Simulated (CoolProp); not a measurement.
A simple Rankine cycle with n-perfluoropentane: condensing at 311.15 K, boiler at 0.499 MPa, turbine inlet 370 K, turbine efficiency 0.75, pump efficiency 0.6, no recuperator. Each further row changes one setting.

The numbers come from the reference Helmholtz-energy equation of state, Gao 2022 in CoolProp.

```csv
case,thermal efficiency (%),net work (kJ/kg),heat in (kJ/kg),turbine exit temperature (K),volume ratio over the turbine
as stated,6.5,8.78,135,355.2,[?]
turbine inlet 390 K,6.1,9.47,155,375.6,3.82
condensing temperature 303.15 K,7.5,10.8,144,352.4,5.20
boiler pressure 0.349 MPa,[?],6.60,137,[?],[?]
turbine efficiency 0.65,5.6,7.56,135,[?],[?]
```

**Question.** Complete the blanks.

**Answer.** 
- as stated, volume ratio over the turbine: 3.91
- boiler pressure 0.349 MPa, thermal efficiency (%): 4.8
- boiler pressure 0.349 MPa, turbine exit temperature (K): 359.9
- boiler pressure 0.349 MPa, volume ratio over the turbine: 2.62
- turbine efficiency 0.65, turbine exit temperature (K): 356.5
- turbine efficiency 0.65, volume ratio over the turbine: 3.93
